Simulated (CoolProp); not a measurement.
A single-stage vapour-compression cycle with the fluid: evaporating at 222.15 K (dew point), condensing at 255.15 K (bubble point), superheat 2 K, subcooling 5 K, compressor efficiency 0.85, no pressure losses. The same conditions are run with several fluids, on thermodynamics alone (safety and materials aside).

Model: reference Helmholtz-energy equation of state of each fluid (R227EA: Lemmon 2016; chlorine: Thol 2021; R115: Lemmon 2016; C3F8 (R218): Lemmon 2006; R407C: Lemmon 2003; R124: de Vries 1995), in CoolProp. Blends and air are pseudo-pure fits.

Problem. Rank R227EA, chlorine, R115, C3F8 (R218), R407C, R124 by cooling COP, highest first.

Solution. R124 (5.26), R227EA (5.15), R115 (5.11), chlorine (5.00), C3F8 (R218) (4.97), R407C (4.16)

| fluid | pressure ratio | discharge temperature (K) | refrigerating effect (kJ/kg) | volumetric capacity (kJ/m³) |
|---|---|---|---|---|
| R227EA | 5.54 | 259.0 | 118 | 185 |
| chlorine | 4.35 | 340.3 | 271 | 468 |
| R115 | 4.13 | 260.0 | 105 | 516 |
| C3F8 (R218) | 4.35 | 255.2 | 84.2 | 445 |
| R407C | 6.37 | 296.6 | 214 | 482 |
| R124 | 5.60 | 271.3 | 156 | 160 |

The compression ends wet for: C3F8 (R218).
